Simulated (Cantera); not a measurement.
Ignition delay

Mixture: 5.36 % C₃H₈, 19.1 % O₂, 71.8 % N₂, 3.65 % CO₂, equivalence ratio 1.4, at 32.0 bar, adiabatic and at constant volume. Ignition delay is the time to a rise of 400 K.

Cantera simulation using GRI-Mech 3.0 (53 species, 325 reactions); the numbers are that mechanism's predictions, not measurements. GRI-Mech 3.0 was tuned for natural gas; its chemistry of propane as a main component is partial and can be far from experiment. The pressure lies above the range GRI-Mech 3.0 was tuned for (to about 10 atm).

```json
[
 {"T0 (K)": "1150", "delay (ms)": "1.58"},
 {"T0 (K)": "1225", "delay (ms)": "0.454"},
 {"T0 (K)": "1300", "delay (ms)": "0.138"},
 {"T0 (K)": "1375", "delay (ms)": "0.0460"},
 {"T0 (K)": "1450", "delay (ms)": "0.0171"},
 {"T0 (K)": "1525", "delay (ms)": "0.00728"}
]
```

| Property | Value |
|---|---|
| apparent activation energy between 1375 and 1525 K | 210 kJ/mol |
